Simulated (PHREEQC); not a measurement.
Dissolve 4.8 mmol/kgw NH3, 2.2 mmol/kgw NaAlO2 and 1.3 mmol/kgw (CH3)4NCl at 25 °C. Closed to the air; pH follows from the charge balance.

All values are PHREEQC results (ion-association model, phreeqc.dat), not measurements.

This is a speciation only: nothing precipitates in the calculation.

Estimate the pH, ionic strength.

pH 10.45; ionic strength 0.00380 mol/kgw.

In which forms is N present?

NH3 94 %, NH4+ 6.3 % of the N.

The solution is supersaturated, for example in Gibbsite (slow to form), so a real one may precipitate; this is no full list. (CH3)4N+ isn't in the database: it is added as a free cation with an ion size of 4 Å.
